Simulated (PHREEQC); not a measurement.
Consider water at 25 °C with 0.98 mmol/kgw NH3 and 0.035 mmol/kgw KH2PO4. Closed to the air; pH follows from the charge balance.

The numbers come from PHREEQC with the ion-association model, phreeqc.dat.

| quantity | before | after |
|---|---|---|
| pH | 10.02 | 10.09 |
| ionic strength (mol/kgw) | 0.000213 | 0.000125 |
| NH3 (mol/kgw) | 0.000837 | 0.000855 |
| NH4+ (mol/kgw) | 0.000143 | 0.000125 |

Problem. What was changed between the two runs?
A. NH3 from 0.00098 to 0.00049 mol/kgw
B. NH3 from 0.00098 to 0.000196 mol/kgw
C. KH2PO4 left out
D. KH2PO4 from 3.5e-05 to 5.25e-05 mol/kgw
E. KH2PO4 from 3.5e-05 to 0.00035 mol/kgw

Solution. C, KH2PO4 left out

This is a speciation only: nothing precipitates in the calculation.
